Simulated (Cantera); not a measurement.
An adiabatic, constant-pressure homogeneous reactor starts with H₂ : O₂ : N₂ = 1 : 0.98 : 3.69 (molar parts), equivalence ratio 0.51, at 1123 K and 5.80 bar. Integrator tolerance rtol = 1e-08.

Detailed kinetics in Cantera: the H2/O2 subset of GRI-Mech 3.0, which has no nitrogen chemistry. The hydrogen kinetics of GRI-Mech 3.0 are dated; newer H2 mechanisms differ, most at raised pressure.

What does this change do: H2 1 to 0.35 parts?


```csv
quantity,before,after
time of steepest temperature rise,0.323 ms,0.498 ms
temperature at 0.300 s,2346 K,1628 K
equilibrium temperature,2346 K,1628 K
x(H₂) at 0.300 s,0.000702 (gas-phase equilibrium 0.000702),6.82e-7 (gas-phase equilibrium 6.82e-7)
x(O₂) at 0.300 s,0.0910 (gas-phase equilibrium 0.0910),0.166 (gas-phase equilibrium 0.166)
x(H₂O₂) at 0.300 s,6.81e-7 (gas-phase equilibrium 6.81e-7),2.93e-8 (gas-phase equilibrium 2.93e-8)
x(OH) at 0.300 s,0.00624 (gas-phase equilibrium 0.00624),0.000113 (gas-phase equilibrium 0.000113)
x(H₂O) at 0.300 s,0.189 (gas-phase equilibrium 0.189),0.0722 (gas-phase equilibrium 0.0722)
```

What does this change do: O2 0.98 to 0.68 parts?


```json
[
 {"quantity": "time of steepest temperature rise", "before": "0.323 ms", "after": "0.334 ms"},
 {"quantity": "temperature at 0.300 s", "before": "2346 K", "after": "2410 K"},
 {"quantity": "equilibrium temperature", "before": "2346 K", "after": "2410 K"},
 {"quantity": "x(H₂) at 0.300 s", "before": "0.000702 (gas-phase equilibrium 0.000702)", "after": "0.00167 (gas-phase equilibrium 0.00167)"},
 {"quantity": "x(O₂) at 0.300 s", "before": "0.0910 (gas-phase equilibrium 0.0910)", "after": "0.0358 (gas-phase equilibrium 0.0358)"},
 {"quantity": "x(H₂O₂) at 0.300 s", "before": "6.81e-7 (gas-phase equilibrium 6.81e-7)", "after": "5.25e-7 (gas-phase equilibrium 5.25e-7)"},
 {"quantity": "x(OH) at 0.300 s", "before": "0.00624 (gas-phase equilibrium 0.00624)", "after": "0.00634 (gas-phase equilibrium 0.00634)"},
 {"quantity": "x(H₂O) at 0.300 s", "before": "0.189 (gas-phase equilibrium 0.189)", "after": "0.200 (gas-phase equilibrium 0.200)"}
]
```
